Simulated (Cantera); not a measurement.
**Premixed flame**

A freely propagating, adiabatic, planar premixed flame of CH₄ : O₂ : N₂ = 1 : 1.82 : 6.84 (molar parts), equivalence ratio 1.1, unburnt at 525 K and 1.01 bar; mixture-averaged transport, grid criteria slope 0.08 and curve 0.16, no radiation.

Model: GRI-Mech 3.0 (53 species, 325 reactions), integrated in Cantera. Burning velocities carry a grid error of a few per cent, more on coarse grids.

```tsv
z (mm)	T (K)	u (m/s)	x CH₄	x O₂	x NO₂	x C₂H₂	x HO₂	x HCO
-1.03	525	1.01	0.103	0.188	<1e-8	<1e-8	7.02e-8	<1e-8
-0.689	527	1.01	0.103	0.188	<1e-8	3.10e-8	8.77e-7	<1e-8
-0.517	534	1.03	0.102	0.187	1.06e-8	2.76e-7	5.79e-6	<1e-8
-0.344	595	1.16	0.0976	0.182	8.55e-8	3.49e-6	4.65e-5	<1e-8
-0.172	1010	2.00	0.0694	0.148	9.30e-8	5.22e-5	0.000132	8.92e-7
-0.0861	1437	2.88	0.0378	0.105	3.39e-8	0.000154	0.000165	1.88e-5
0	1824	3.68	0.00916	0.0554	<1e-8	0.000275	9.08e-5	6.56e-5
0.0861	1986	4.01	0.000742	0.0269	<1e-8	6.71e-5	1.46e-5	2.49e-5
0.172	2028	4.08	3.19e-5	0.0168	<1e-8	3.40e-6	5.18e-6	1.86e-6
0.344	2069	4.14	7.51e-8	0.0121	<1e-8	<1e-8	3.59e-6	9.04e-8
0.689	2120	4.23	<1e-8	0.00979	<1e-8	<1e-8	2.75e-6	6.25e-8
1.38	2182	4.34	<1e-8	0.00767	<1e-8	<1e-8	1.96e-6	4.17e-8
2.75	2245	4.44	<1e-8	0.00542	<1e-8	<1e-8	1.27e-6	2.51e-8
```
x: mole fraction of selected species; z is measured from the peak of heat release.

```
Property                     Value
------------------------  --------
laminar burning velocity  101 cm/s
thermal thickness         0.344 mm
peak x(C₂H₂)              0.000279
peak x(HO₂)               0.000166
peak x(HCO)                6.59e-5
grid points                    152
```
